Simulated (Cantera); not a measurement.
Input: 1 mol TiCl4, 0.48 mol O2, at 1625 K and 0.600 Torr.

These are equilibrium values from Cantera (NASA tables, ideal gas, pure condensed phases), not measurements of a reactor. Candidate condensed phases: Ti, TiCl2, TiCl3, TiCl4, TiO, TiO2, Ti2O3, Ti3O5, Ti4O7; 15 gas species. Equilibrium is a limit: real reactors are often held back by kinetics, nucleation or transport.

Base state: Cl 0.755, TiCl4 0.203, Cl2 0.0282, TiCl3 0.0129, TiOCl2 0.00140 (mole fractions); condensed: TiO2(rutile).

**Question.** What changes in the equilibrium state with this change: O2 from 0.48 to 0.25 mol?

**Answer.** 
```tsv
species	before	after
Cl	0.755	0.563
TiCl4	0.203	0.387
TiCl3	0.0129	0.0330
Cl2	0.0282	0.0157
TiOCl2	0.00140	0.00193
TiO2(rutile), mol	0.478	0.248
```

**Question.** What changes in the equilibrium state with this change: temperature from 1625 K to 673 K?

**Answer.** 
```
species             before    after
-----------------  -------  -------
Cl2                 0.0282    0.649
TiCl4                0.203    0.351
Cl                   0.755  8.06e-6
TiCl3               0.0129    <1e-9
TiOCl2             0.00140    <1e-9
TiO2(rutile), mol    0.478    0.480
```
Condensed phases not in the tables: TiOCl.
